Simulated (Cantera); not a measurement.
Thermodynamics of carbon deposition, reforming and gasification, feed CH₄ + O₂ + H₂

A closed system holds: 1 mol CH₄, 0.36 mol O₂, 0.42 mol H₂, at 0.0110 bar.

Cantera equilibrium calculation (NASA polynomials, part measured and part estimated; ideal gas, pure solids and liquids). Candidate condensed phases: C, C₆H₆, C₇H₈, C₈H₁₈, H₂O; 131 gas species. Ions and electrons are included (thermal ionisation). The numbers say what is thermodynamically allowed, not how fast it happens.

At 2500 K the condensed part is C(graphite). From 3000 K to 5000 K nothing is condensed. The main C-bearing gas is CO throughout.

```tsv
T (K)	x H	x H₂	x CO	x C	x O	x C₃	n C(graphite)
2500	0.186	0.600	0.208	1.51e-5	4.36e-10	4.52e-5	0.233
3000	0.641	0.181	0.152	0.00334	9.33e-9	0.0108	0
3500	0.814	0.0209	0.127	0.0299	4.70e-7	0.00360	0
4000	0.826	0.00295	0.124	0.0467	3.30e-5	4.30e-5	0
4500	0.827	0.000629	0.122	0.0489	0.00124	5.57e-7	0
5000	0.815	0.000177	0.105	0.0630	0.0160	3.27e-8	0
```
x: gas mole fraction; n: condensed amount in mol.
